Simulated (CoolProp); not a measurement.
Computed with CoolProp (reference Helmholtz-energy equation of state, Span 1996).

**Question.** Give the vapour pressure (kPa), vapour density (kg/m³), enthalpy of vaporisation (kJ/kg) of saturated carbon dioxide at 256, 273.3, 279.1 K.

**Answer.** 
```json
[
 {"T (K)": "256", "p (kPa)": "2150", "vapour density (kg/m³)": "56.7", "enthalpy of vaporisation (kJ/kg)": "276"},
 {"T (K)": "273.3", "p (kPa)": "3500", "vapour density (kg/m³)": "98.1", "enthalpy of vaporisation (kJ/kg)": "230"},
 {"T (K)": "279.1", "p (kPa)": "4070", "vapour density (kg/m³)": "118", "enthalpy of vaporisation (kJ/kg)": "212"}
]
```
